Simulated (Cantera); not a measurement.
Cantera run, input and output.

```python
import numpy as np
import cantera as ct

gas = ct.Solution("gri30.yaml")
gas.TPX = 1700, 570000, {'H2': 1, 'O2': 0.312, 'N2': 1.69, 'NO': 0.012, 'CO2': 0.29}
reactor = ct.IdealGasReactor(gas, energy="on", clone=False)
net = ct.ReactorNet([reactor])
net.rtol, net.atol = 1e-08, 1e-16
show = ['H2', 'O2', 'NO', 'NO2', 'N2']
times = np.geomspace(6e-06, 4, 14)

steps = ct.SolutionArray(gas, extra=["t"])
rows = []
print(f"{'t/s':>10s}{'T/K':>9s}{'P/Pa':>11s}" + "".join(f"{s:>11s}" for s in show))
for t in times:
    while net.time < t:
        t_next = net.step()
        steps.append(gas.state, t=t_next)
    rows.append([np.interp(t, steps.t, y) for y in (steps.T, steps.P, *steps(*show).X.T)])
    print(f"{t:10.3e}{rows[-1][0]:9.1f}{rows[-1][1]:11.4g}" + "".join(f"{x:11.3e}" for x in rows[-1][2:]))
rate = np.gradient(steps.T, steps.t)
print("integrator steps:", len(steps.t))
if steps.T.max() > steps.T[0] + 200:
    print(f"time of steepest temperature rise: {steps.t[rate.argmax()]:.4e} s")
gas.TPX = 1700, 570000, {'H2': 1, 'O2': 0.312, 'N2': 1.69, 'NO': 0.012, 'CO2': 0.29}
gas.equilibrate("UV")
print(f"equilibrium (UV): T = {gas.T:.1f} K  " + "  ".join(f"{s} {gas[s].X[0]:.3e}" for s in show))
```

Output:

```
       t/s      T/K       P/Pa         H2         O2         NO        NO2         N2
 6.000e-06   2789.4  8.689e+05  6.998e-02  4.278e-03  3.924e-03  8.663e-07  5.506e-01
 1.683e-05   2928.6  9.034e+05  6.706e-02  2.045e-03  3.943e-03  7.046e-07  5.560e-01
 4.722e-05   2933.4  9.046e+05  6.693e-02  1.985e-03  3.857e-03  6.833e-07  5.562e-01
 1.325e-04   2934.0  9.047e+05  6.686e-02  1.998e-03  3.721e-03  6.612e-07  5.563e-01
 3.716e-04   2934.4  9.049e+05  6.682e-02  2.006e-03  3.636e-03  6.471e-07  5.563e-01
 1.043e-03   2934.5  9.049e+05  6.681e-02  2.007e-03  3.628e-03  6.459e-07  5.563e-01
 2.925e-03   2934.5  9.049e+05  6.681e-02  2.007e-03  3.628e-03  6.459e-07  5.563e-01
 8.205e-03   2934.5  9.049e+05  6.681e-02  2.007e-03  3.628e-03  6.459e-07  5.563e-01
 2.302e-02   2934.5  9.049e+05  6.681e-02  2.007e-03  3.628e-03  6.459e-07  5.563e-01
 6.458e-02   2934.5  9.049e+05  6.681e-02  2.007e-03  3.628e-03  6.459e-07  5.563e-01
 1.812e-01   2934.5  9.049e+05  6.681e-02  2.007e-03  3.628e-03  6.459e-07  5.563e-01
 5.082e-01   2934.5  9.049e+05  6.681e-02  2.007e-03  3.628e-03  6.459e-07  5.563e-01
 1.426e+00   2934.5  9.049e+05  6.681e-02  2.007e-03  3.628e-03  6.459e-07  5.563e-01
 4.000e+00   2934.5  9.049e+05  6.681e-02  2.007e-03  3.628e-03  6.459e-07  5.563e-01
integrator steps: 1085
time of steepest temperature rise: 1.8216e-06 s
equilibrium (UV): T = 2934.5 K  H2 6.681e-02  O2 2.007e-03  NO 3.628e-03  NO2 6.459e-07  N2 5.563e-01
```

Cantera simulation using GRI-Mech 3.0 (53 species, 325 reactions); the numbers are that mechanism's predictions, not measurements. The hydrogen kinetics of GRI-Mech 3.0 are dated; newer H2 mechanisms differ, most at raised pressure.
